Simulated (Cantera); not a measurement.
A closed system holds: 1 mol Si, 0.011 mol CO2, 130 mol N2, at 135 Torr.

Cantera equilibrium calculation (NASA polynomials, part measured and part estimated; ideal gas, pure solids and liquids). Candidate condensed phases: C, Si, SiC, SiO2, Si2N2O, Si3N4; 34 gas species. N2 is the only nitrogen source here; it is nearly inert below about 1500 K, so the nitride shown seldom forms there in practice. Mutual solubility and eutectic melting of coexisting phases are not modelled. The tables' values for SiN are old estimates; treat these amounts as uncertain. Equilibrium is a limit: real reactors are often held back by kinetics, nucleation or transport.

x: gas mole fraction; n: condensed amount in mol.

| T (K) | x N2 | x Si | x SiO | x Si2N | x SiN | x CO | x Si2C | n C(graphite) | n Si2N2O(s) | n Si3N4(s) | n SiC(s) | n Si(l) |
|---|---|---|---|---|---|---|---|---|---|---|---|---|
| 1248 | 1.000 | <1e-12 | (withheld) | <1e-12 | <1e-12 | 1.38e-6 | <1e-12 | 0.0108 | 0.0218 | 0.319 | 0 | 0 |
| 1348 | 1.000 | <1e-12 | (withheld) | <1e-12 | <1e-12 | 1.45e-5 | <1e-12 | 0.00913 | 0.0201 | 0.320 | 0 | 0 |
| 1448 | 1.000 | 3.29e-11 | (withheld) | <1e-12 | 2.26e-11 | 8.50e-5 | <1e-12 | 0 | 0.0110 | 0.326 | 0 | 0 |
| 1548 | 1.000 | 1.33e-9 | (withheld) | 7.16e-12 | 5.97e-10 | 8.50e-5 | <1e-12 | 0 | 0.0108 | 0.326 | 0 | 0 |
| 1648 | 1.000 | 3.43e-8 | (withheld) | 4.44e-10 | 1.05e-8 | 8.50e-5 | 8.47e-12 | 0 | 0.00848 | 0.327 | 0 | 0 |
| 1748 | 1.000 | 6.04e-7 | 8.50e-5 | 1.69e-8 | 1.33e-7 | 8.50e-5 | 3.60e-10 | 0 | 0 | 0.330 | 0 | 0 |
| 1848 | 1.000 | 7.75e-6 | 8.51e-5 | 4.30e-7 | 1.27e-6 | 8.50e-5 | 3.72e-8 | 0 | 0 | 0.329 | 0 | 0 |
| 1948 | 1.000 | 7.61e-5 | (withheld) | 7.77e-6 | 9.55e-6 | 7.04e-5 | 1.66e-6 | 0 | 0 | 0.324 | 0.00166 | 0 |
| 2048 | 0.999 | 0.000420 | 0.000120 | 5.21e-5 | 4.15e-5 | 4.91e-5 | 1.40e-5 | 0 | 0 | 0 | 0.00274 | 0.903 |
| 2148 | 0.998 | 0.00122 | 0.000121 | 0.000112 | 9.71e-5 | 4.75e-5 | 3.59e-5 | 0 | 0 | 0 | 0 | 0.768 |

What belongs in the gaps?


- 1248, x SiO: 2.58e-11
- 1348, x SiO: 1.64e-9
- 1448, x SiO: 5.84e-8
- 1548, x SiO: 1.29e-6
- 1648, x SiO: 1.95e-5
- 1948, x SiO: 9.96e-5
